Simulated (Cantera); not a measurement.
Input: 1 mol Al₂O₃, 1.2 mol N₂, held at 975 °C and 5.20 bar.

Equilibrium computed with Cantera from the NASA thermochemical tables; the gas is ideal and each condensed phase is pure. Candidate condensed phases: Al, AlN, Al₂O₃; 16 gas species. The numbers say what is thermodynamically allowed, not how fast it happens.

Problem. What is the equilibrium state?

Solution. 
```json
{
 "x(N₂)": "1.00",
 "n(Al₂O₃(s))": "1.00 mol",
 "gas_amount": "1.200 mol",
 "log10 activity of Al(l) (absent)": "-11.37"
}
```
